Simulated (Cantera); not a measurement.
Charge: 1 mol Cr, 12 mol N₂O, equilibrated at 1330 Pa.

Equilibrium computed with Cantera from the NASA thermochemical tables; the gas is ideal and each condensed phase is pure. Candidate condensed phases: Cr, CrN, Cr₂N, Cr₂O₃; 14 gas species. The numbers say what is thermodynamically allowed, not how fast it happens.

**Question.** Which condensed phases are stable at each of these points (T (K)): 1875, 1950, 2025, 2100, 2175, 2250, 2325, 2400?

**Answer.** 
```json
[
 {"T (K)": "1875", "condensed phases": "Cr₂O₃(s)", "Cr condensed (%)": "99.8"},
 {"T (K)": "1950", "condensed phases": "Cr₂O₃(s)", "Cr condensed (%)": "99.4"},
 {"T (K)": "2025", "condensed phases": "Cr₂O₃(s)", "Cr condensed (%)": "98.4"},
 {"T (K)": "2100", "condensed phases": "Cr₂O₃(s)", "Cr condensed (%)": "96.0"},
 {"T (K)": "2175", "condensed phases": "Cr₂O₃(s)", "Cr condensed (%)": "90.2"},
 {"T (K)": "2250", "condensed phases": "Cr₂O₃(s)", "Cr condensed (%)": "76.8"},
 {"T (K)": "2325", "condensed phases": "Cr₂O₃(s)", "Cr condensed (%)": "47.2"},
 {"T (K)": "2400", "condensed phases": "gas only", "Cr condensed (%)": "0.0"}
]
```

From 1875 K to 2325 K the condensed part is Cr₂O₃(s). At 2400 K nothing is condensed.
